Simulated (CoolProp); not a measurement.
A single-stage vapour-compression cycle with R410A: evaporating at 236.15 K (dew point), condensing at 294.15 K (bubble point), superheat 2 K, subcooling 2 K, compressor efficiency 0.85, no pressure losses. Each further row changes one setting.

Values from CoolProp's reference Helmholtz-energy equation of state, Lemmon 2003. It is a pseudo-pure fit of the blend.

```json
[
 {"case": "as stated", "cooling COP": "2.61", "pressure ratio": "7.44", "discharge temperature (K)": "338.5", "refrigerating effect (kJ/kg)": "178", "volumetric capacity (kJ/m³)": "1400"},
 {"case": "evaporating temperature 241.15 K", "cooling COP": "2.98", "pressure ratio": "6.00", "discharge temperature (K)": "333.4", "refrigerating effect (kJ/kg)": "181", "volumetric capacity (kJ/m³)": "1740"},
 {"case": "condensing temperature 289.15 K", "cooling COP": "2.95", "pressure ratio": "6.48", "discharge temperature (K)": "330.8", "refrigerating effect (kJ/kg)": "187", "volumetric capacity (kJ/m³)": "1460"},
 {"case": "subcooling 7 K", "cooling COP": "2.73", "pressure ratio": "7.44", "discharge temperature (K)": "338.5", "refrigerating effect (kJ/kg)": "187", "volumetric capacity (kJ/m³)": "1460"},
 {"case": "superheat 12 K", "cooling COP": "2.59", "pressure ratio": "7.44", "discharge temperature (K)": "350.4", "refrigerating effect (kJ/kg)": "187", "volumetric capacity (kJ/m³)": "1390"},
 {"case": "compressor efficiency 0.75", "cooling COP": "2.30", "pressure ratio": "7.44", "discharge temperature (K)": "347.3", "refrigerating effect (kJ/kg)": "178", "volumetric capacity (kJ/m³)": "1400"}
]
```
